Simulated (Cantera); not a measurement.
Standard-state values (1 bar) from the NASA 1993 polynomials, evaluated with Cantera. Values are per mole of reaction as written; species without (g) are pure solids or liquids, kept so even where they would boil at 1 bar.

2 HBr(g) + Mg ⇌ MgBr2 + H2(g)

```json
[
 {"T (K)": "300", "ΔH° (kJ)": "-451.3", "ΔS° (J/K)": "-182.0", "ΔG° (kJ)": "-396.7", "log10 K": "69.08", "condensed phases": "Mg(s), MgBr2(s)"},
 {"T (K)": "1300", "ΔH° (kJ)": "?", "ΔS° (J/K)": "?", "ΔG° (kJ)": "?", "log10 K": "?", "condensed phases": "Mg(l), MgBr2(l)"},
 {"T (K)": "1350", "ΔH° (kJ)": "?", "ΔS° (J/K)": "?", "ΔG° (kJ)": "?", "log10 K": "?", "condensed phases": "Mg(l), MgBr2(l)"},
 {"T (K)": "1400", "ΔH° (kJ)": "-391.2", "ΔS° (J/K)": "-113.1", "ΔG° (kJ)": "-232.8", "log10 K": "8.69", "condensed phases": "Mg(l), MgBr2(l)"},
 {"T (K)": "1450", "ΔH° (kJ)": "-389.5", "ΔS° (J/K)": "-112.0", "ΔG° (kJ)": "-227.2", "log10 K": "8.18", "condensed phases": "Mg(l), MgBr2(l)"},
 {"T (K)": "1500", "ΔH° (kJ)": "-387.8", "ΔS° (J/K)": "-110.8", "ΔG° (kJ)": "-221.6", "log10 K": "7.72", "condensed phases": "Mg(l), MgBr2(l)"},
 {"T (K)": "1550", "ΔH° (kJ)": "-386.2", "ΔS° (J/K)": "-109.7", "ΔG° (kJ)": "-216.1", "log10 K": "7.28", "condensed phases": "Mg(l), MgBr2(l)"},
 {"T (K)": "1600", "ΔH° (kJ)": "?", "ΔS° (J/K)": "?", "ΔG° (kJ)": "?", "log10 K": "?", "condensed phases": "Mg(l), MgBr2(l)"},
 {"T (K)": "1650", "ΔH° (kJ)": "-382.9", "ΔS° (J/K)": "-107.7", "ΔG° (kJ)": "-205.2", "log10 K": "6.50", "condensed phases": "Mg(l), MgBr2(l)"},
 {"T (K)": "1700", "ΔH° (kJ)": "?", "ΔS° (J/K)": "?", "ΔG° (kJ)": "?", "log10 K": "?", "condensed phases": "Mg(l), MgBr2(l)"}
]
```

Q: What belongs in the gaps?

A: 
- 1300, ΔH° (kJ): -394.6
- 1300, ΔS° (J/K): -115.6
- 1300, ΔG° (kJ): -244.2
- 1300, log10 K: 9.81
- 1350, ΔH° (kJ): -392.9
- 1350, ΔS° (J/K): -114.4
- 1350, ΔG° (kJ): -238.5
- 1350, log10 K: 9.23
- 1600, ΔH° (kJ): -384.5
- 1600, ΔS° (J/K): -108.7
- 1600, ΔG° (kJ): -210.6
- 1600, log10 K: 6.88
- 1700, ΔH° (kJ): -381.2
- 1700, ΔS° (J/K): -106.7
- 1700, ΔG° (kJ): -199.9
- 1700, log10 K: 6.14
